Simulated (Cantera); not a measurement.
Feed: 1 mol Pb, 1.5 mol O2, 29 mol N2, equilibrated at 750 Torr.

Cantera equilibrium calculation (NASA polynomials, part measured and part estimated; ideal gas, pure solids and liquids). Candidate condensed phases: Pb, PbO, PbO2, Pb3O4; 12 gas species. Gases not in the tables: (PbO)n polymers. Kinetics and transport are ignored.

Task: Which condensed phases are stable at each of these points (T (°C)): 652, 702, 752, 802, 852, 902, 952, 1002, 1052, 1102, 1152, 1202, 1252?

Result: 
```csv
T (°C),condensed phases,Pb condensed (%)
652,PbO(yellow),100.0
702,PbO(yellow),100.0
752,PbO(yellow),100.0
802,PbO(yellow),100.0
852,PbO(yellow),100.0
902,PbO(l),99.9
952,PbO(l),99.7
1002,PbO(l),99.1
1052,PbO(l),97.9
1102,PbO(l),95.3
1152,PbO(l),90.2
1202,PbO(l),80.3
1252,PbO(l),62.2
```

From 652 °C to 852 °C the condensed part is PbO(yellow). From 902 °C to 1252 °C the condensed part is PbO(l).
